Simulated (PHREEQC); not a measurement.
**Hard or scaling water: speciation**

Dissolve 190 mmol/kgw MgCl2, 4.1 mmol/kgw NaAlO2 and 14 mmol/kgw NaCl at 35 °C. Closed to the air; pH follows from the charge balance.

The numbers come from PHREEQC with the ion-association model, wateq4f.dat.

This is a speciation only: nothing precipitates in the calculation.

**Question.** Estimate the pH.

**Answer.** pH 7.64.

Saturation is exceeded, for instance for Al(OH)3(a), Boehmite (slow to form); the values hold only as long as no solid forms.
